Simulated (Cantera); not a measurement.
Ammonia decomposition in nitride growth gas

A perfectly stirred reactor is fed with 87.0 % NH₃, 13.0 % H₂, at 1700 Pa; it is held at 2000 K, and followed from long to short residence time.

Detailed kinetics in Cantera: the gas-phase N/H chemistry of the illustrative SiF4/NH3 mechanism in the Surface Chemkin manual (1991). Walls and surfaces, which speed up NH3 decomposition in real reactors, are not modelled.

```json
[
 {"τ (s)": "8.5", "x NH₃": "0.0840", "x H₂": "0.705", "x NH₂": "0.000292", "x N₂": "0.210", "x N₂H₄": "6.72e-10"},
 {"τ (s)": "3.9", "x NH₃": "0.157", "x H₂": "0.652", "x NH₂": "0.000451", "x N₂": "0.190", "x N₂H₄": "1.60e-9"},
 {"τ (s)": "1.8", "x NH₃": "0.271", "x H₂": "0.568", "x NH₂": "0.000661", "x N₂": "0.160", "x N₂H₄": "3.44e-9"},
 {"τ (s)": "0.80", "x NH₃": "0.432", "x H₂": "0.450", "x NH₂": "0.000912", "x N₂": "0.117", "x N₂H₄": "6.55e-9"},
 {"τ (s)": "0.36", "x NH₃": "0.596", "x H₂": "0.330", "x NH₂": "0.00114", "x N₂": "0.0728", "x N₂H₄": "1.03e-8"},
 {"τ (s)": "0.16", "x NH₃": "0.723", "x H₂": "0.237", "x NH₂": "0.00131", "x N₂": "0.0387", "x N₂H₄": "1.35e-8"},
 {"τ (s)": "0.075", "x NH₃": "0.795", "x H₂": "0.184", "x NH₂": "0.00139", "x N₂": "0.0193", "x N₂H₄": "1.53e-8"},
 {"τ (s)": "0.034", "x NH₃": "0.836", "x H₂": "0.154", "x NH₂": "0.00141", "x N₂": "0.00851", "x N₂H₄": "1.57e-8"},
 {"τ (s)": "0.015", "x NH₃": "0.855", "x H₂": "0.140", "x NH₂": "0.00134", "x N₂": "0.00322", "x N₂H₄": "1.42e-8"},
 {"τ (s)": "0.0070", "x NH₃": "0.864", "x H₂": "0.134", "x NH₂": "0.00116", "x N₂": "0.00104", "x N₂H₄": "1.06e-8"},
 {"τ (s)": "0.0032", "x NH₃": "0.868", "x H₂": "0.131", "x NH₂": "0.000806", "x N₂": "0.000196", "x N₂H₄": "5.11e-9"}
]
```
x: mole fraction; the columns are a selection and need not sum to one.
